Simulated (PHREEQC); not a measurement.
A solution holds 0.05 mol H3PO4 and 0.0025 mol Na2B4O7 per kg of water, at 20 °C. Closed to the air; pH follows from the charge balance.

The numbers come from PHREEQC with the ion-association model, phreeqc.dat.

Each row changes one thing in this solution. Precipitation was switched off in this run.

```json
[
 {"case": "as made", "pH": "1.89", "ionic strength (mol/kgw)": "0.0195"},
 {"case": "Na2B4O7 replaced by NaHSO4 at the same molality", "pH": "1.79", "ionic strength (mol/kgw)": "0.0220"},
 {"case": "Na2B4O7 left out", "pH": "1.81", "ionic strength (mol/kgw)": "[?]"},
 {"case": "H3PO4 left out", "pH": "9.24", "ionic strength (mol/kgw)": "0.00500"},
 {"case": "H3PO4 from 0.05 to 0.025 mol/kgw", "pH": "2.13", "ionic strength (mol/kgw)": "0.0131"},
 {"case": "Na2B4O7 replaced by Na2SO4 at the same molality", "pH": "1.83", "ionic strength (mol/kgw)": "0.0231"},
 {"case": "Na2B4O7 from 0.0025 to 0.005 mol/kgw", "pH": "[?]", "ionic strength (mol/kgw)": "0.0220"}
]
```

Task: Fill in the missing entries.

Result: 
- Na2B4O7 left out, ionic strength (mol/kgw): 0.0173
- Na2B4O7 from 0.0025 to 0.005 mol/kgw, pH: 1.97
